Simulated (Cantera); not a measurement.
Cantera run:

```python
import numpy as np
import cantera as ct

gas_names = """
    N N2 Si SiN Si2 Si2N Si3
""".split()
cond_names = """
    Si(cr) Si(L) Si3N4(a)
""".split()


# ... load() reads the species with a 1 bar reference pressure and builds the phases ...
atoms = {
    'Si3N4': {'Si': 3, 'N': 4},
    'N2': {'N': 2},
}
top_T = {'Si3N4(a)': 2400}  # K; cautious upper limits of use, not melting points


# ... equilibrate(T, P, feed) seeds the gas with the atoms and calls Mixture.equilibrate('TP', solver="vcs", rtol=1e-11, max_steps=5000) ...
results = []
feed = {'Si3N4': 1, 'N2': 0.15}  # mol
T = 2423  # K
for P in [1, 5.6, 32, 180, 1000, 5600, 32000, 180000, 1000000]:
    mix = equilibrate(T, P, feed)
    results.append((T, P, feed, dict(zip(mix.species_names, mix.species_moles))))

top = {s: max(r[3][s] / sum(r[3][g] for g in gas_names) for r in results) for s in gas_names}
cols = sorted((s for s in top if top[s] > 0.001), key=lambda s: -top[s])[:8]
seen = [c for c in cond_names if any(r[3].get(c, 0) > 1e-12 for r in results)]
print("log10 of partial pressures in bar; condensed amounts in mol")
print(f"{'P/Pa':>10s}" + "".join(f"{s[:9]:>10s}" for s in cols + seen))
for T, P, feed, n in results:
    ng = sum(n[g] for g in gas_names)
    print(f"{P:10.4g}" + "".join(f"{np.log10(max(n[s] / ng * P / 1e5, 1e-99)):10.3f}" for s in cols)
          + "".join(f"{n.get(c, 0):10.4g}" for c in seen))
```

It prints:

```
log10 of partial pressures in bar; condensed amounts in mol
      P/Pa        N2        Si       Si2       SiN      Si2N       Si3     Si(L)
         1    -5.379    -5.235    -9.513    -8.869   -11.552   -12.915         0
       5.6    -4.631    -4.487    -8.017    -7.747    -9.682   -10.671         0
        32    -3.874    -3.731    -6.505    -6.613    -7.791    -8.404         0
       180    -3.122    -2.987    -5.017    -5.493    -5.928    -6.172         0
      1000    -2.139    -2.582    -4.207    -4.596    -4.626    -4.956     2.159
      5600    -1.274    -2.582    -4.207    -4.164    -4.193    -4.956      2.88
   3.2e+04    -0.499    -2.582    -4.207    -3.776    -3.805    -4.956     2.978
   1.8e+05     0.254    -2.582    -4.207    -3.399    -3.429    -4.956     2.995
     1e+06     1.000    -2.582    -4.207    -3.027    -3.056    -4.956     2.999
```

Method: chemical equilibrium by Gibbs-energy minimisation in Cantera with the NASA 1993 tables (ideal gas, pure condensed phases). The tables' values for SiN are old estimates; treat these amounts as uncertain.
